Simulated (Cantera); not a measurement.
A closed system holds: 1 mol HMDSO, 6.1 mol O₃, 7.1 mol H₂, held at 1702 °C and 32.0 mbar.

These are equilibrium values from Cantera (NASA tables, ideal gas, pure condensed phases), not measurements of a reactor. Candidate condensed phases: C, C₆H₆, C₇H₈, C₈H₁₈, H₂O, Si, SiC, SiO₂; 123 gas species. The feed counts by its element totals alone. The tables hold silica as quartz up to 1696 K and as liquid above; real silica turns to tridymite and cristobalite and melts near 1996 K. Gases not in the tables: Si(OH)₄. Kinetics and transport are ignored.

Base state: H₂O 0.369, H₂ 0.354, CO 0.219, CO₂ 0.0510, H 0.00455, SiO 0.00145, OH 0.000452 (mole fractions); condensed: SiO₂(condensed).

Q: What changes in the equilibrium state with this change: HMDSO replaced by SiF₄?

A: 
| species | before | after |
|---|---|---|
| O₂ | 1.93e-6 | 0.377 |
| H₂O | 0.369 | 0.340 |
| HF | 0 | 0.271 |
| H₂ | 0.354 | 0.000738 |
| CO | 0.219 | 0 |
| CO₂ | 0.0510 | 0 |
| SiO | 0.00145 | 3.29e-6 |
| F | 0 | 2.83e-5 |
| O | 4.28e-6 | 0.00189 |
| H | 0.00455 | 0.000208 |
| SiO₂(condensed), mol | 1.97 | 1.000 |

Q: What changes in the equilibrium state with this change: O₃ from 6.1 to 0.1 mol?

A: 
| species | before | after |
|---|---|---|
| H₂ | 0.354 | 0.918 |
| CO | 0.219 | 0.0738 |
| H | 0.00455 | 0.00733 |
| H₂O | 0.369 | 2.81e-7 |
| CO₂ | 0.0510 | 5.03e-9 |
| SiO | 0.00145 | 0.000648 |
| C₂H₂ (acetylene) | <1e-9 | 0.000596 |
| OH | 0.000452 | <1e-9 |
| Si | <1e-9 | 5.04e-5 |
| SiO₂(condensed), mol | 1.97 | 0 |
| C(graphite), mol | 0 | 2.70 |
| SiC(s), mol | 0 | 1.99 |
